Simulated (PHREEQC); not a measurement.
Make-up at 25 °C: 0.2 mol HF, 0.038 mol NH4F and 0.0064 mol (NH4)2SiF6 per kg of water. Closed to the air; pH follows from the charge balance.

Model: ion-association model, wateq4f.dat, run in PHREEQC.

```tsv
quantity	before	after
pH	2.48	3.12
ionic strength (mol/kgw)	0.0611	0.00133
HF (mol/kgw)	0.114	0.00131
H2F2 (mol/kgw)	0.0345	4.47e-6
F- (mol/kgw)	0.0290	0.00121
HF2- (mol/kgw)	0.0129	6.08e-6
SI of Quartz (SiO2)	-9.04	-0.59
```

Problem. Name the change that produced these shifts.
(A) NH4F from 0.038 to 0.0418 mol/kgw
(B) diluted 100-fold with water
(C) diluted 2-fold with water
(D) HF from 0.2 to 0.3 mol/kgw
(E) (NH4)2SiF6 from 0.0064 to 0.064 mol/kgw

Solution. B, diluted 100-fold with water

This is a speciation only: nothing precipitates in the calculation. wateq4f.dat counts part of the HF as a dimer, H2F2, which phreeqc.dat doesn't know; its constant is uncertain. SiF6-2 is the database's only silicon fluoride.
